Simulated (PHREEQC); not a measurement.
Solution A (0.0094 mol/kgw MgCl2, 0.0086 mol/kgw Na2SO4 and 0.12 mol/kgw NaCl) is mixed with solution B (1.9 mmol/kgw Na2SO4) at 69 °C; shares are by mass of water, 1 kg in all. O2 is buffered at 0.21 atm. The system is closed to CO2. The run lets Brucite, Halite, Mirabilite, Epsomite precipitate or redissolve, and no other solid.

Equilibrium calculation in PHREEQC: ion-association model, wateq4f.dat.

Predict MgSO4 (mol/kgw) at share of solution B = 0, 0.2, 0.4, 0.5, 0.7.


```tsv
share of solution B	MgSO4 (mol/kgw)
0	0.00215
0.2	0.00174
0.4	0.00133
0.5	0.00113
0.7	0.000714
```

Complexes and solids missing from the database can't appear. At this temperature some constants are extrapolated from 25 °C, and those without enthalpy data are left unchanged.
